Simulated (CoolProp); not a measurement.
Saturation properties of diethyl ether.

Values from CoolProp's reference Helmholtz-energy equation of state, Thol 2014.

```
T (°C)  p (bar)  liquid density (kg/m³)  vapour Z  surface tension (mN/m)
------  -------  ----------------------  --------  ----------------------
1.85     0.2697                   733.8    0.9811                    19.3
10.85    0.4030                   723.8    0.9751                    18.2
19.75    0.5825                   713.8    0.9681                    17.1
28.75    0.8236                   703.4    0.9598                    16.1
37.75     1.137                   692.8    0.9501                    15.0
46.65     1.533                   682.0    0.9392                    14.0
55.65     2.034                   670.7    0.9267                    12.9
64.55     2.644                   659.3    0.9128                    11.9
73.55     3.395                   647.3    0.8971                    10.9
82.55     4.296                   634.9    0.8797                    9.88
91.45     5.354                   622.1    0.8606                    8.90
100.45    6.610                   608.6    0.8393                    7.93
109.35    8.057                   594.6    0.8160                    6.99
118.35    9.746                   579.7    0.7901                    6.06
127.35    11.68                   563.8    0.7615                    5.16
```

It boils at 34.5 °C under 1 atm.

Surface tension comes from a separate correlation (Mulero 2014).
